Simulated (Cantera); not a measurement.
**Calcination and drying: LiOH + H₂O + H₂**

Feed: 1 mol LiOH, 4.6 mol H₂O, 1.3 mol H₂, at 10.0 Torr.

Equilibrium computed with Cantera from the NASA thermochemical tables; the gas is ideal and each condensed phase is pure. Candidate condensed phases: H₂O, Li, LiH, LiOH, Li₂O; 17 gas species. Equilibrium is a limit: real reactors are often held back by kinetics, nucleation or transport.

```csv
T (°C),x H₂O,x H₂,x LiOH,x Li,x H,n Li₂O(s)
1000,0.780,0.201,0.0183,1.34e-5,2.77e-6,0.439
1100,0.741,0.197,0.0613,0.000125,1.28e-5,0.294
1200,0.668,0.188,0.143,0.000744,4.75e-5,0
1300,0.668,0.187,0.143,0.00155,0.000152,0
1400,0.669,0.186,0.141,0.00294,0.000426,0
1500,0.670,0.185,0.139,0.00510,0.00106,0
1600,0.671,0.182,0.136,0.00823,0.00239,0
1700,0.671,0.179,0.131,0.0124,0.00494,0
1800,0.669,0.175,0.124,0.0177,0.00952,0
1900,0.661,0.170,0.116,0.0241,0.0172,0
```
x: gas mole fraction; n: condensed amount in mol.

From 1000 °C to 1100 °C the condensed part is Li₂O(s). From 1200 °C to 1900 °C nothing is condensed. The main Li-bearing gas is LiOH throughout.
